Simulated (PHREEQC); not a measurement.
0.43 g of hydrous ferric oxide (600 m²/g; 0.2 weak and 0.005 strong sites per Fe, Dzombak-Morel constants, diffuse double layer) in 1 kg of water with 0.01 mol/kgw of an inert sodium salt and 5.8e-05 mol PbCl2, at 25 °C; the pH is set by adding NaOH or the inert anion's acid. O2 is buffered at 0.21 atm. The system is closed to CO2. Nothing may precipitate in this run.

Base run: PHREEQC, ion-association model, wateq4f.dat. Each further column changes one thing. The table gives surface potential ψ (mV).

```csv
pH,base,background salt from 0.01 to 0.001 mol/kgw,oxide from 0.43 to 2.1 g/kgw,0.003 mol/kgw SrCl2 added
3,202,230,200,190
4,185,209,183,176
4.5,170,191,169,163
5,153,170,152,147
6,114,124,111,110
7,66,70,62,64
7.5,40,42,35,39
8,12,13,7,15
9,-42,-45,-48,-9
```

The oxide is taken as insoluble; below pH 4 it would dissolve.
